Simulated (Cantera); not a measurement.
What does this Cantera script print?

```python
import numpy as np
import cantera as ct

gas = ct.Solution("gri30.yaml")
gas.TPX = 1823, 500000, {'CH4': 1, 'CO': 0.11, 'O2': 4.37, 'N2': 16.4}
reactor = ct.IdealGasReactor(gas, energy="on", clone=False)
net = ct.ReactorNet([reactor])
net.rtol, net.atol = 1e-08, 1e-16
show = ['CH4', 'CO', 'O2', 'HO2', 'CH2', 'H2']
times = np.geomspace(1e-06, 6, 15)

steps = ct.SolutionArray(gas, extra=["t"])
rows = []
print(f"{'t/s':>10s}{'T/K':>9s}{'P/Pa':>11s}" + "".join(f"{s:>11s}" for s in show))
for t in times:
    while net.time < t:
        t_next = net.step()
        steps.append(gas.state, t=t_next)
    rows.append([np.interp(t, steps.t, y) for y in (steps.T, steps.P, *steps(*show).X.T)])
    print(f"{t:10.3e}{rows[-1][0]:9.1f}{rows[-1][1]:11.4g}" + "".join(f"{x:11.3e}" for x in rows[-1][2:]))
rate = np.gradient(steps.T, steps.t)
print("integrator steps:", len(steps.t))
if steps.T.max() > steps.T[0] + 200:
    print(f"time of steepest temperature rise: {steps.t[rate.argmax()]:.4e} s")
gas.TPX = 1823, 500000, {'CH4': 1, 'CO': 0.11, 'O2': 4.37, 'N2': 16.4}
gas.equilibrate("UV")
print(f"equilibrium (UV): T = {gas.T:.1f} K  " + "  ".join(f"{s} {gas[s].X[0]:.3e}" for s in show))
```

It prints:

```
       t/s      T/K       P/Pa        CH4         CO         O2        HO2        CH2         H2
 1.000e-06   1822.8      5e+05  4.567e-02  5.027e-03  1.997e-01  4.329e-06  3.564e-10  4.969e-06
 3.049e-06   1822.6  4.999e+05  4.555e-02  5.026e-03  1.997e-01  1.274e-05  3.202e-09  1.928e-05
 9.296e-06   1824.1  5.004e+05  4.452e-02  5.071e-03  1.991e-01  4.492e-05  8.462e-08  1.602e-04
 2.834e-05   2718.1  7.586e+05  2.556e-16  1.257e-02  1.027e-01  2.190e-05  1.729e-14  3.165e-03
 8.642e-05   2816.6  7.809e+05  4.507e-17  7.820e-03  1.010e-01  2.561e-05  6.709e-16  2.104e-03
 2.635e-04   2804.1   7.77e+05  4.186e-17  7.609e-03  9.756e-02  2.435e-05  5.814e-16  2.055e-03
 8.034e-04   2788.3  7.721e+05  3.799e-17  7.346e-03  9.323e-02  2.281e-05  4.815e-16  1.994e-03
 2.449e-03   2783.4  7.706e+05  3.685e-17  7.267e-03  9.191e-02  2.235e-05  4.539e-16  1.976e-03
 7.468e-03   2783.4  7.706e+05  3.684e-17  7.266e-03  9.189e-02  2.234e-05  4.536e-16  1.976e-03
 2.277e-02   2783.4  7.706e+05  3.684e-17  7.266e-03  9.189e-02  2.234e-05  4.536e-16  1.976e-03
 6.943e-02   2783.4  7.706e+05  3.684e-17  7.266e-03  9.189e-02  2.234e-05  4.536e-16  1.976e-03
 2.117e-01   2783.4  7.706e+05  3.684e-17  7.266e-03  9.189e-02  2.234e-05  4.536e-16  1.976e-03
 6.454e-01   2783.4  7.706e+05  3.684e-17  7.266e-03  9.189e-02  2.234e-05  4.536e-16  1.976e-03
 1.968e+00   2783.4  7.706e+05  3.684e-17  7.266e-03  9.189e-02  2.234e-05  4.536e-16  1.976e-03
 6.000e+00   2783.4  7.706e+05  3.684e-17  7.266e-03  9.189e-02  2.234e-05  4.536e-16  1.976e-03
integrator steps: 1688
time of steepest temperature rise: 2.1878e-05 s
equilibrium (UV): T = 2783.4 K  CH4 5.273e-17  CO 7.266e-03  O2 9.189e-02  HO2 2.234e-05  CH2 6.101e-16  H2 1.976e-03
```

Detailed kinetics in Cantera: GRI-Mech 3.0 (53 species, 325 reactions).
